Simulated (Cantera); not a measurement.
Cantera run:

```python
import numpy as np
import cantera as ct

gas_names = """
    SiCL2 O SiO CL Si CL2 SiCL4
""".split()
cond_names = """

""".split()


# ... load() reads the species with a 1 bar reference pressure and builds the phases ...
species = {s.name: s for s in load("nasa_gas.yaml", gas_names) + load("nasa_condensed.yaml", cond_names)}
# Each term lists the table entries of one substance; the one whose range holds T is used.
reactions = {
    'SiCl2(g) + O(g) = SiO(g) + 2 Cl(g)':
        [(-1, ['SiCL2']), (-1, ['O']), (1, ['SiO']), (2, ['CL'])],
    'Si(g) + 2 Cl2(g) = SiCl4(g)':
        [(-1, ['Si']), (-2, ['CL2']), (1, ['SiCL4'])],
}


def pick(names, T):
    return next(species[n] for n in names if species[n].thermo.min_temp <= T <= species[n].thermo.max_temp)


results = []
for label, terms in reactions.items():
    print(label)
    print("     T/K   dH/kJ  dS/(J/K)   dG/kJ   log10 K")
    for T in [300, 1425, 1575, 1725, 1875, 2025, 2175, 2325, 2475, 2625, 2775, 2925]:
        used = [(nu, pick(names, T)) for nu, names in terms]
        dH = sum(nu * s.thermo.h(T) for nu, s in used) / 1e6
        dS = sum(nu * s.thermo.s(T) for nu, s in used) / 1e3
        dG = dH - T * dS / 1e3
        logK = -dG * 1e6 / (ct.gas_constant * T * np.log(10))
        results.append((label, T, dH, dS, dG, logK, [s.name for _, s in used]))
        print(f"{T:8g} {dH:8.1f} {dS:8.1f} {dG:8.1f} {logK:8.2f}")
```

It prints:

```
SiCl2(g) + O(g) = SiO(g) + 2 Cl(g)
     T/K   dH/kJ  dS/(J/K)   dG/kJ   log10 K
     300     61.6     99.6     31.8    -5.53
    1425     63.4    101.7    -81.6     2.99
    1575     63.6    101.9    -96.9     3.21
    1725     63.8    102.0   -112.2     3.40
    1875     64.0    102.1   -127.5     3.55
    2025     64.2    102.2   -142.8     3.68
    2175     64.3    102.3   -158.1     3.80
    2325     64.5    102.4   -173.5     3.90
    2475     64.6    102.4   -188.8     3.99
    2625     64.8    102.5   -204.2     4.06
    2775     64.9    102.5   -219.6     4.13
    2925     65.1    102.6   -235.0     4.20
Si(g) + 2 Cl2(g) = SiCl4(g)
     T/K   dH/kJ  dS/(J/K)   dG/kJ   log10 K
     300  -1112.7   -283.2  -1027.8   178.95
    1425  -1102.9   -271.3   -716.4    26.26
    1575  -1101.3   -270.2   -675.7    22.41
    1725  -1099.8   -269.3   -635.3    19.24
    1875  -1098.4   -268.5   -594.9    16.57
    2025  -1097.1   -267.8   -554.7    14.31
    2175  -1095.8   -267.2   -514.6    12.36
    2325  -1094.7   -266.7   -474.5    10.66
    2475  -1093.8   -266.3   -434.6     9.17
    2625  -1092.9   -266.0   -394.6     7.85
    2775  -1092.2   -265.8   -354.8     6.68
    2925  -1091.7   -265.6   -314.9     5.62
```

Standard-state values (1 bar) from the NASA 1993 polynomials, evaluated with Cantera. Condensed species are held in their standard states even where they would react or evaporate.
